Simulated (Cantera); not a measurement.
Charge: 1 mol SiCl4, 290 mol H2, held at 0.133 bar.

These are equilibrium values from Cantera (NASA tables, ideal gas, pure condensed phases), not measurements of a reactor. Candidate condensed phases: Si; 19 gas species. Gases not in the tables: Si2H6 and higher silanes. Kinetics and transport are ignored.

Which condensed phases are stable at each of these points (T (K)): 1648, 1673, 1698, 1723, 1748, 1773, 1798?


| T (K) | condensed phases | Si condensed (%) |
|---|---|---|
| 1648 | Si(s) | 82.9 |
| 1673 | Si(s) | 82.6 |
| 1698 | Si(l) | 82.4 |
| 1723 | Si(l) | 82.8 |
| 1748 | Si(l) | 83.0 |
| 1773 | Si(l) | 83.1 |
| 1798 | Si(l) | 83.1 |

From 1648 K to 1673 K the condensed part is Si(s). From 1698 K to 1798 K the condensed part is Si(l).
